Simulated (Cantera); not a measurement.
Input: 1 mol MgO, 4.1 mol CO, equilibrated at 10.0 mbar.

Method: chemical equilibrium by Gibbs-energy minimisation in Cantera with the NASA 1993 tables (ideal gas, pure condensed phases). Candidate condensed phases: C, Mg, MgCO₃, MgO; 15 gas species. Kinetics and transport are ignored.

x: gas mole fraction; n: condensed amount in mol.

```tsv
T (K)	x CO	x Mg	x CO₂	x O	x O₂	x MgO	x Mg₂	n MgO(s)
2125	0.923	0.0387	0.0386	2.44e-5	2.19e-6	2.08e-5	1.63e-9	0.835
2175	0.898	?	?	?	?	?	?	0.779
2225	0.867	?	?	?	?	?	?	?
2275	0.830	0.0847	0.0841	0.000431	0.000101	0.000237	6.59e-9	0.619
2325	0.787	0.107	0.105	0.00104	0.000328	0.000497	9.88e-9	0.507
2375	0.735	0.133	0.128	0.00242	0.00102	0.00101	1.45e-8	0.366
2425	0.675	0.163	0.152	0.00545	0.00303	0.00199	2.08e-8	0.180
```

Problem. What belongs in the gaps?

Solution. 
- 2175, x Mg: 0.0510
- 2175, x CO₂: 0.0510
- 2175, x O: 6.62e-5
- 2175, x O₂: 8.26e-6
- 2175, x MgO: 4.87e-5
- 2175, x Mg₂: 2.68e-9
- 2225, x Mg: 0.0663
- 2225, x CO₂: 0.0660
- 2225, x O: 0.000172
- 2225, x O₂: 2.96e-5
- 2225, x MgO: 0.000109
- 2225, x Mg₂: 4.26e-9
- 2225, n MgO(s): 0.708
